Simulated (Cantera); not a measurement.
A closed system holds: 1 mol MgO, 13 mol HCl, 20 mol H2, equilibrated at 100 Torr.

Cantera equilibrium calculation (NASA polynomials, part measured and part estimated; ideal gas, pure solids and liquids). Candidate condensed phases: H2O, Mg, MgCl2, MgO, Mg(OH)2; 22 gas species. Rates play no part.

**Question.** Which condensed phases are stable at each of these points (T (K)): 1023, 1173, 1323, 1473, 1623, 1773, 1923?

**Answer.** 
```tsv
T (K)	condensed phases	Mg condensed (%)
1023	MgO(s)	93.2
1173	MgO(s)	80.5
1323	MgO(s)	57.0
1473	MgO(s)	22.5
1623	gas only	0.0
1773	gas only	0.0
1923	gas only	0.0
```

From 1023 K to 1473 K the condensed part is MgO(s). From 1623 K to 1923 K nothing is condensed.
